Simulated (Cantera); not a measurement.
A perfectly stirred reactor is fed with 20.9 % H2, 51.1 % O2, 27.6 % N2, 0.414 % H2O, equivalence ratio 0.20, at 1.00 bar; it is held at 875 K, and followed from long to short residence time.

Cantera simulation using the H2/O2 subset of GRI-Mech 3.0, which has no nitrogen chemistry; the numbers are that mechanism's predictions, not measurements. Below about 950 K walls govern HO2 and H2O2 in real vessels. The temperature is held fixed by assumption; the heat of reaction is taken as removed at once.

x: mole fraction; the columns are a selection and need not sum to one.

| τ (s) | x H2 | x O2 | x H2O | x OH | x H2O2 | x HO2 | x H |
|---|---|---|---|---|---|---|---|
| 0.70 | 0.190 | 0.505 | 0.0241 | 1.24e-8 | ___ | 3.34e-5 | 3.62e-8 |
| 0.42 | 0.201 | 0.508 | 0.0122 | 8.00e-9 | ___ | 2.78e-5 | 2.81e-8 |
| 0.25 | 0.207 | 0.510 | 0.00593 | 2.96e-9 | ___ | 1.75e-5 | 1.21e-8 |
| 0.15 | 0.209 | 0.511 | 0.00434 | 5.68e-10 | ___ | 7.78e-6 | 2.67e-9 |
| 0.091 | 0.209 | 0.511 | 0.00417 | 1.31e-10 | ___ | 3.61e-6 | 7.15e-10 |
| 0.055 | 0.209 | 0.511 | 0.00414 | 3.47e-11 | ___ | 1.64e-6 | 2.26e-10 |
| 0.033 | 0.209 | 0.511 | 0.00414 | 7.61e-12 | ___ | 5.18e-7 | 5.95e-11 |
| 0.020 | 0.209 | 0.511 | 0.00414 | 2.07e-12 | ___ | 1.52e-7 | 1.87e-11 |
| 0.012 | 0.209 | 0.511 | 0.00414 | 1.02e-12 | ___ | 6.55e-8 | 1.01e-11 |
| 0.0071 | 0.209 | 0.511 | 0.00414 | <1e-12 | ___ | 3.35e-8 | 7.15e-12 |

Problem. Some entries are withheld; supply them.

Solution. 
- 0.70, x H2O2: 0.00152
- 0.42, x H2O2: 0.00101
- 0.25, x H2O2: 0.000381
- 0.15, x H2O2: 7.09e-5
- 0.091, x H2O2: 1.46e-5
- 0.055, x H2O2: 3.17e-6
- 0.033, x H2O2: 4.92e-7
- 0.020, x H2O2: 8.23e-8
- 0.012, x H2O2: 2.15e-8
- 0.0071, x H2O2: 6.59e-9
